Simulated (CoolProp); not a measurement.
Model: reference Helmholtz-energy equation of state, Polt 1992, in CoolProp. This equation is an older, rougher fit.

For cyclopropane, give the phase and the cp (kJ/(kg K)), cv (kJ/(kg K)) at 139.35 °C and 0.0851 MPa; 151.45 °C and 0.0851 MPa; 187.75 °C and 0.0851 MPa.


- 139.35 °C and 0.0851 MPa: gas; cp 1.89, cv 1.69
- 151.45 °C and 0.0851 MPa: gas; cp 1.94, cv 1.74
- 187.75 °C and 0.0851 MPa: gas; cp 2.10, cv 1.90
